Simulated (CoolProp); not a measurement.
The fluid at 422.23 K and 0.737 MPa flows at 0.062 m/s in a round tube of 1 mm bore and 15 µm roughness, fully developed (64/Re and Nu = 3.66 if laminar; Colebrook and Gnielinski if turbulent). The same conditions are run with several fluids, on thermodynamics alone (safety and materials aside).

Computed with CoolProp (reference Helmholtz-energy equation of state of each fluid (CH2F2 (R32): Tillner-Roth 1997; R407C: Lemmon 2003; R22: Kamei 1995; ethane: Bücker 2006; nitrogen: Span 2000)). Blends and air are pseudo-pure fits.

```
fluid        Reynolds number  Darcy friction factor  pressure drop (Pa/m)  heat-transfer coefficient (W/(m² K))  mass flow (kg/h)
-----------  ---------------  ---------------------  --------------------  ------------------------------------  ----------------
CH2F2 (R32)             37.1                   1.72                  37.1                                  95.5           0.00196
R407C                   66.1                  0.968                  34.8                                  84.7           0.00328
R22                     60.0                   1.07                  38.5                                  76.5           0.00329
ethane                  30.8                   2.08                  25.7                                   146           0.00113
nitrogen                15.7                   4.07                  45.9                                   126           0.00103
```

Transport values come from each fluid's own correlations; those of CH2F2 (R32), R22 are estimates that may be off by 10 % or more.
